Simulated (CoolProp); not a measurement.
Saturation properties of ethanol (Tc = 514.7 K, pc = 6.268 MPa, ω = 0.644).

Computed with CoolProp (reference Helmholtz-energy equation of state, Schroeder 2014).

```tsv
T (K)	p (MPa)	enthalpy of vaporisation (kJ/kg)	surface tension (mN/m)	vapour viscosity (µPa s)
295.5	0.006757	923.5	22.1	8.69
314	0.01868	902.5	20.4	9.26
332.5	0.04539	878.4	18.6	9.82
351	0.09907	850.5	16.7	10.4
369.5	0.1975	818.0	14.9	10.9
387.9	0.3635	780.1	13.1	11.5
406.4	0.6286	735.4	11.3	12.0
424.9	1.027	683.4	9.42	12.6
443.4	1.597	623.4	7.55	13.3
461.9	2.381	554.1	5.65	14.0
```

It boils at 351.6 K under 1 atm.

Viscosity comes from a separate model (Kiselev 2005). Surface tension comes from a separate correlation (Mulero 2012).
